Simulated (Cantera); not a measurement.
Charge: 1 mol TiO₂, 9.6 mol HCl, 7.1 mol H₂, equilibrated at 752 °C and 4.20 Pa.

Method: chemical equilibrium by Gibbs-energy minimisation in Cantera with the NASA 1993 tables (ideal gas, pure condensed phases). Candidate condensed phases: H₂O, Ti, TiCl₂, TiCl₃, TiCl₄, TiO, TiO₂, Ti₂O₃, Ti₃O₅, Ti₄O₇; 23 gas species. Condensed phases not in the tables: TiOCl. Kinetics and transport are ignored.

Base state: HCl 0.575, H₂ 0.425, H₂O 0.000101, TiCl₄ 3.33e-5, TiCl₃ 1.72e-5 (mole fractions); condensed: TiO₂(rutile).

Question: What changes in the equilibrium state with this change: temperature from 752 °C to 950 °C?

Answer: 
```csv
species,before,after
HCl,0.575,0.575
H₂,0.425,0.425
H₂O,0.000101,0.000581
TiCl₃,1.72e-5,1.74e-5
H,4.38e-7,3.02e-5
Cl,5.46e-7,3.52e-5
"TiO₂(rutile), mol",0.999,0.964
"Ti₄O₇(s), mol",0,0.00902
```
Mutual solubility and eutectic melting of coexisting phases are not modelled. Condensed phases not in the tables: Magnéli phases beyond Ti₄O₇.
